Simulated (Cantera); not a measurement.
A Cantera script and its output.

```python
import numpy as np
import cantera as ct

gas = ct.Solution("gri30.yaml")
gas.TPX = 1175, 130000, {'CH4': 1, 'O2': 2.13, 'N2': 8}
reactor = ct.IdealGasConstPressureReactor(gas, energy="on", clone=False)
net = ct.ReactorNet([reactor])
net.rtol, net.atol = 1e-08, 1e-16
show = ['CH4', 'O2', 'OH', 'C2H', 'C2H2', 'CH2CO', 'N2O']
times = np.geomspace(2e-06, 0.2, 10)

steps = ct.SolutionArray(gas, extra=["t"])
rows = []
print(f"{'t/s':>10s}{'T/K':>9s}{'P/Pa':>11s}" + "".join(f"{s:>11s}" for s in show))
for t in times:
    while net.time < t:
        t_next = net.step()
        steps.append(gas.state, t=t_next)
    rows.append([np.interp(t, steps.t, y) for y in (steps.T, steps.P, *steps(*show).X.T)])
    print(f"{t:10.3e}{rows[-1][0]:9.1f}{rows[-1][1]:11.4g}" + "".join(f"{x:11.3e}" for x in rows[-1][2:]))
rate = np.gradient(steps.T, steps.t)
print("integrator steps:", len(steps.t))
if steps.T.max() > steps.T[0] + 200:
    print(f"time of steepest temperature rise: {steps.t[rate.argmax()]:.4e} s")
gas.TPX = 1175, 130000, {'CH4': 1, 'O2': 2.13, 'N2': 8}
gas.equilibrate("HP")
print(f"equilibrium (HP): T = {gas.T:.1f} K  " + "  ".join(f"{s} {gas[s].X[0]:.3e}" for s in show))
```

Result:

```
       t/s      T/K       P/Pa        CH4         O2         OH        C2H       C2H2      CH2CO        N2O
 2.000e-06   1175.0    1.3e+05  8.985e-02  1.914e-01  1.462e-12  8.481e-41  1.275e-27  5.619e-30  3.304e-17
 7.188e-06   1175.0    1.3e+05  8.985e-02  1.914e-01  3.573e-12  9.101e-38  5.507e-25  1.195e-26  2.061e-16
 2.583e-05   1175.0    1.3e+05  8.985e-02  1.914e-01  1.019e-11  7.531e-35  1.615e-22  1.536e-23  1.839e-15
 9.283e-05   1175.0    1.3e+05  8.985e-02  1.914e-01  3.874e-11  6.205e-32  3.535e-20  1.329e-20  2.052e-14
 3.336e-04   1175.0    1.3e+05  8.985e-02  1.914e-01  1.940e-10  7.331e-29  8.364e-18  1.270e-17  2.432e-13
 1.199e-03   1175.0    1.3e+05  8.984e-02  1.914e-01  1.261e-09  2.657e-25  4.669e-15  2.865e-14  2.574e-12
 4.309e-03   1175.1    1.3e+05  8.981e-02  1.914e-01  4.120e-09  7.609e-22  4.073e-12  4.496e-11  1.646e-11
 1.549e-02   1176.4    1.3e+05  8.956e-02  1.912e-01  9.808e-09  1.824e-19  4.060e-10  5.088e-09  1.189e-10
 5.565e-02   2608.8    1.3e+05  3.864e-16  2.132e-02  1.332e-02  5.906e-21  1.815e-19  3.632e-18  4.572e-07
 2.000e-01   2605.2    1.3e+05  3.994e-16  2.041e-02  1.305e-02  5.866e-21  1.847e-19  3.685e-18  4.822e-07
integrator steps: 2319
time of steepest temperature rise: 5.0575e-02 s
equilibrium (HP): T = 2605.2 K  CH4 5.279e-16  O2 2.041e-02  OH 1.305e-02  C2H 6.323e-21  C2H2 2.000e-19  CH2CO 4.117e-18  N2O 4.822e-07
```

Computed with Cantera and GRI-Mech 3.0 (53 species, 325 reactions).
